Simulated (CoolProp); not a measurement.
Properties of methanol along the isotherm 346.85 °C.

Values from CoolProp's reference Helmholtz-energy equation of state, de Reuck 1993.

| p (MPa) | phase | Z | cv (kJ/(kg K)) | speed of sound (m/s) | fugacity coefficient |
|---|---|---|---|---|---|
| 5.13 | gas | 0.8901 | 2.272 | 387.0 | 0.8986 |
| 10.3 | supercritical | 0.7811 | ? | 356.6 | 0.8047 |
| 15.4 | supercritical | 0.6840 | ? | 341.7 | 0.7231 |
| 20.5 | supercritical | 0.5916 | 3.231 | 334.4 | 0.6521 |
| 25.7 | supercritical | 0.5401 | 3.270 | 368.5 | ? |
| 30.8 | supercritical | 0.5403 | 3.278 | 419.5 | 0.5431 |
| 35.9 | supercritical | 0.5615 | 3.287 | 472.4 | 0.5068 |
| 41.1 | supercritical | 0.5927 | 3.295 | 521.5 | 0.4786 |
| 46.2 | supercritical | ? | 3.301 | 566.3 | 0.4572 |
| 51.3 | supercritical | 0.6650 | 3.305 | 609.2 | 0.4406 |
| 56.5 | supercritical | 0.7044 | 3.307 | 651.1 | 0.4274 |
| 61.6 | supercritical | 0.7439 | 3.307 | 690.5 | 0.4173 |
| 66.8 | supercritical | 0.7846 | 3.305 | 729.0 | 0.4094 |
| 71.9 | supercritical | ? | 3.303 | 765.2 | 0.4035 |
| 77 | supercritical | 0.8651 | 3.300 | 800.1 | 0.3993 |
| 82.2 | supercritical | 0.9062 | 3.296 | 834.2 | 0.3963 |

What belongs in the gaps?


- 10.3, cv (kJ/(kg K)): 2.702
- 15.4, cv (kJ/(kg K)): 3.047
- 25.7, fugacity coefficient: 0.5905
- 46.2, Z: 0.6277
- 71.9, Z: 0.8248
